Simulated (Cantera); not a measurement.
Mixture: CH₄ : O₂ : N₂ = 1 : 1 : 3.76 (molar parts), at 0.870 bar, adiabatic and at constant volume. Ignition delay is the time to a rise of 400 K.

Detailed kinetics in Cantera: GRI-Mech 3.0 (53 species, 325 reactions).

**Question.** Predict: delay at 1125 K; delay at 1175 K; delay at 1225 K; delay at 1275 K; delay at 1325 K; delay at 1375 K; delay at 1425 K; apparent activation energy between 1325 and 1425 K.

**Answer.** 
* **delay at 1125 K**: 0.220 s
* **delay at 1175 K**: 0.103 s
* **delay at 1225 K**: 49.7 ms
* **delay at 1275 K**: 24.9 ms
* **delay at 1325 K**: 12.9 ms
* **delay at 1375 K**: 6.86 ms
* **delay at 1425 K**: 3.77 ms
* **apparent activation energy between 1325 and 1425 K**: 190 kJ/mol
